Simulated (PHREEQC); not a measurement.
A column of 0.1 m (30 cells, dispersivity 0.005 m, 60 s a shift, diffusion coefficient 3e-10 m²/s) holds 0.08 eq of the database's cation exchanger X per kg of pore water, first in equilibrium with 35 mmol/kgw MgSO4, 56 mmol/kgw LiCl, 0.5 mmol/kgw NaCl and 0.01 mmol/kgw HCl. It is flushed with 0.0066 mol (NH4)2SO4, 0.066 mol MnCl2 and 1e-05 mol HCl per kg of water, at 40 °C. Values are for the last cell. The system is closed to CO2. Nothing may precipitate in this run.

Model: ion-association model, phreeqc.dat, run in PHREEQC.

| pore volumes | Mn in solution (mol/kgw) | NH4 in solution (mol/kgw) | Li in solution (mol/kgw) |
|---|---|---|---|
| 0 | 0 | 0 | 0.0560 |
| 0.4167 | 1.84e-7 | 1.58e-8 | 0.0560 |
| 0.95 | 0.00609 | 0.000728 | 0.0419 |
| 1.35 | 0.0292 | 0.00437 | 0.0159 |
| 1.75 | 0.0478 | 0.00831 | 0.00423 |
| 2.283 | 0.0594 | 0.0114 | 0.000577 |
| 2.683 | 0.0631 | 0.0124 | 0.000119 |
| 3.083 | 0.0647 | 0.0129 | 2.36e-5 |
| 3.617 | 0.0656 | 0.0131 | 2.62e-6 |
| 4.017 | 0.0658 | 0.0132 | 4.95e-7 |

Complexes and solids missing from the database can't appear. At this temperature some constants are extrapolated from 25 °C, and those without enthalpy data are left unchanged.
